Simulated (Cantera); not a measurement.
## Adiabatic ignition

An adiabatic, constant-pressure homogeneous reactor starts with CO : H₂ : O₂ : N₂ = 1 : 1.4 : 0.6 : 2.26 (molar parts), equivalence ratio 2.0, at 1648 K and 10.0 bar.

Computed with Cantera and GRI-Mech 3.0 (53 species, 325 reactions). The hydrogen kinetics of GRI-Mech 3.0 are dated; newer H2 mechanisms differ, most at raised pressure. Above 3000 K some thermodynamic fits are extrapolated.

```
t (s)     T (K)   x CO    x H₂     x O₂     x H   x H₂O₂    x HO₂
--------  -----  -----  ------  -------  ------  -------  -------
4.00e-6    2891  0.163  0.0902  0.00278  0.0284  5.39e-7  5.36e-6
8.25e-6    3010  0.164  0.0903  0.00141  0.0188  4.12e-7  2.74e-6
1.70e-5    3034  0.164  0.0904  0.00114  0.0169  3.71e-7  2.22e-6
3.50e-5    3033  0.165  0.0906  0.00111  0.0167  3.65e-7  2.16e-6
7.22e-5    3030  0.165  0.0910  0.00108  0.0166  3.57e-7  2.10e-6
0.000149   3026  0.165  0.0914  0.00104  0.0165  3.49e-7  2.03e-6
0.000307   3025  0.165  0.0916  0.00103  0.0164  3.46e-7  2.01e-6
0.000632   3025  0.165  0.0916  0.00103  0.0164  3.46e-7  2.01e-6
0.00130    3025  0.165  0.0916  0.00103  0.0164  3.46e-7  2.01e-6
0.00269    3025  0.165  0.0916  0.00103  0.0164  3.46e-7  2.01e-6
0.00554    3025  0.165  0.0916  0.00103  0.0164  3.46e-7  2.01e-6
0.0114     3025  0.165  0.0916  0.00103  0.0164  3.46e-7  2.01e-6
0.0235     3025  0.165  0.0916  0.00103  0.0164  3.46e-7  2.01e-6
0.0485     3025  0.165  0.0916  0.00103  0.0164  3.46e-7  2.01e-6
0.100      3025  0.165  0.0916  0.00103  0.0164  3.46e-7  2.01e-6
```
x: mole fraction; the columns are a selection and need not sum to one.

- time of steepest temperature rise: 1.08 µs
- temperature at 0.100 s: 3025 K
- equilibrium temperature: 3025 K
- x(CO) at 0.100 s: 0.165 (gas-phase equilibrium 0.165)
- x(H₂) at 0.100 s: 0.0916 (gas-phase equilibrium 0.0916)
- x(O₂) at 0.100 s: 0.00103 (gas-phase equilibrium 0.00103)
